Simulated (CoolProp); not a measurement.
Vapour-liquid equilibrium of ethane (1) + n-perfluorobutane (2) at -26.95 °C; x and y are mole fractions of (1).

The numbers come from the multi-fluid Helmholtz-energy mixture model, Bücker 2006 and Gao 2022; pair parameters Bell 2016 in CoolProp.

```
x     bubble pressure (kPa)  y at the bubble point  dew pressure at overall composition x (kPa)  liquid density (mol/L)
----  ---------------------  ---------------------  -------------------------------------------  ----------------------
0.05                  139.0                  0.765                                        34.53                   7.278
0.15                  346.4                  0.907                                        38.61                   7.723
0.25                  519.4                  0.939                                        43.78                   8.212
0.35                  646.4                  0.952                                        50.52                   8.755
0.45                  734.9                  0.960                                        59.70                   9.363
0.55                  800.3                  0.965                                        72.93                   10.05
0.65                  858.7                  0.969                                        93.67                   10.85
0.75                  923.0                  0.975                                        130.9                   11.78
0.85                   1003                  0.982                                        217.0                   12.90
0.95                   1105                  0.993                                        619.8                   14.29
```

No azeotrope shows between x = 0.05 and 0.95.

Pair parameters are fitted to limited data, so mixtures are less certain than the pure fluids. With so large a gap from Raoult's law the liquid may split in two, which this calculation doesn't test in full.
